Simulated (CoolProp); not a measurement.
Saturation properties of m-xylene (Tc = 343.7 °C, pc = 3535 kPa, ω = 0.326).

Values from CoolProp's reference Helmholtz-energy equation of state, Zhou 2012.

| T (°C) | p (kPa) | enthalpy of vaporisation (kJ/kg) | liquid cp (kJ/(kg K)) | vapour viscosity (µPa s) | liquid conductivity (mW/(m K)) |
|---|---|---|---|---|---|
| 115.35 | 51.23 | ? | 2.027 | 8.36 | 107 |
| 126.05 | 70.51 | 347.8 | 2.067 | 8.58 | 104 |
| 136.85 | ? | 341.5 | 2.108 | 8.81 | 101 |
| 147.55 | 126.6 | 335.0 | 2.150 | 9.03 | 98.8 |
| 158.35 | 165.5 | 328.1 | ? | 9.27 | 96.4 |
| 169.05 | 212.8 | 321.1 | 2.235 | 9.50 | 94.1 |
| 179.75 | 269.8 | 313.8 | 2.280 | ? | 91.8 |
| 190.55 | 338.7 | 306.0 | 2.326 | 9.98 | 89.7 |

Problem. Some entries are withheld; supply them.

Solution. 
- 115.35, enthalpy of vaporisation (kJ/kg): 353.9
- 136.85, p (kPa): 95.45
- 158.35, liquid cp (kJ/(kg K)): 2.192
- 179.75, vapour viscosity (µPa s): 9.74

It boils at 139.1 °C under 1 atm.

Viscosity comes from a separate model (Cao 2016). Thermal conductivity comes from a separate model (Mylona 2014).
